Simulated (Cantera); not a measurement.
Charge: 1 mol C3H6, 1.1 mol H2O, held at 2525 K and 37.0 Pa.

These are equilibrium values from Cantera (NASA tables, ideal gas, pure condensed phases), not measurements of a reactor. Candidate condensed phases: C, C6H6, C7H8, C8H18, H2O; 110 gas species. Rates play no part.

Base state: H 0.652, H2 0.200, CO 0.142, C2H2 (acetylene) 0.00240, C3 0.00197, C 0.000632, C2H 0.000593, C2 0.000183 (mole fractions); condensed: C(graphite).

Q: What changes in the equilibrium state with this change: temperature from 2525 K to 1373.15 K?

A: 
```csv
species,before,after
H2,0.200,0.788
CO,0.142,0.212
H,0.652,0.000154
C3,0.00197,<1e-9
C,0.000632,<1e-9
C2H,0.000593,<1e-9
C2,0.000183,<1e-9
"C(graphite), mol",1.80,1.90
```
